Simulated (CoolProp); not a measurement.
Computed with CoolProp (reference Helmholtz-energy equation of state, Lemmon 2003). It is a pseudo-pure fit of the blend.

**Question.** For R404A, give the phase and the density (kg/m³), expansivity (1/kK), viscosity (µPa s), conductivity (mW/(m K)) at 97.25 °C and 5220 kPa.

**Answer.** 
- 97.25 °C and 5220 kPa: supercritical; density 368, expansivity 29.9, viscosity 29.7, conductivity 33.0

Viscosity comes from a separate model (Geller 2000). Thermal conductivity comes from a separate model (Geller 2001).
